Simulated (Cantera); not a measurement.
An isothermal, constant-pressure homogeneous reactor starts with CH4 : O2 : N2 = 0.007 : 0.0024 : 1 (molar parts), equivalence ratio 5.8, at 1475 K and 15.0 bar. Integrator tolerance rtol = 1e-08.

Cantera simulation using GRI-Mech 3.0 (53 species, 325 reactions); the numbers are that mechanism's predictions, not measurements. GRI-Mech 3.0 stops at C3 and has no aromatics, soot or wall deposition, so with more carbon than oxygen in the feed, carbon stays in small species such as C2H2 where larger ones or solid carbon would form. The pressure lies above the range GRI-Mech 3.0 was tuned for (to about 10 atm).

Problem. What does this change do: temperature 1475 to 1100 K?

Solution. 
```tsv
quantity	before	after
x(CH4) at 2.00 s	0.00129 (gas-phase equilibrium 9.88e-5)	0.00687 (gas-phase equilibrium 0.00202)
x(O2) at 2.00 s	<1e-12 (gas-phase equilibrium <1e-12)	0.00234 (gas-phase equilibrium <1e-12)
x(H2) at 2.00 s	0.00677 (gas-phase equilibrium 0.0125)	1.85e-5 (gas-phase equilibrium 0.00965)
x(HO2) at 2.00 s	<1e-12 (gas-phase equilibrium <1e-12)	2.53e-8 (gas-phase equilibrium <1e-12)
x(CH2) at 2.00 s	5.24e-11 (gas-phase equilibrium 1.45e-12)	<1e-12 (gas-phase equilibrium <1e-12)
x(C2H6) at 2.00 s	5.46e-7 (gas-phase equilibrium 2.39e-9)	1.58e-5 (gas-phase equilibrium 1.67e-7)
```

Problem. What does this change do: N2 1 to 0.14 parts?

Solution. 
| quantity | before | after |
|---|---|---|
| x(CH4) at 2.00 s | 0.00129 (gas-phase equilibrium 9.88e-5) | 0.0122 (gas-phase equilibrium 0.00554) |
| x(O2) at 2.00 s | <1e-12 (gas-phase equilibrium <1e-12) | <1e-12 (gas-phase equilibrium <1e-12) |
| x(H2) at 2.00 s | 0.00677 (gas-phase equilibrium 0.0125) | 0.0400 (gas-phase equilibrium 0.0732) |
| x(HO2) at 2.00 s | <1e-12 (gas-phase equilibrium <1e-12) | <1e-12 (gas-phase equilibrium <1e-12) |
| x(CH2) at 2.00 s | 5.24e-11 (gas-phase equilibrium 1.45e-12) | 9.18e-11 (gas-phase equilibrium 1.39e-11) |
| x(C2H6) at 2.00 s | 5.46e-7 (gas-phase equilibrium 2.39e-9) | 1.11e-5 (gas-phase equilibrium 1.29e-6) |
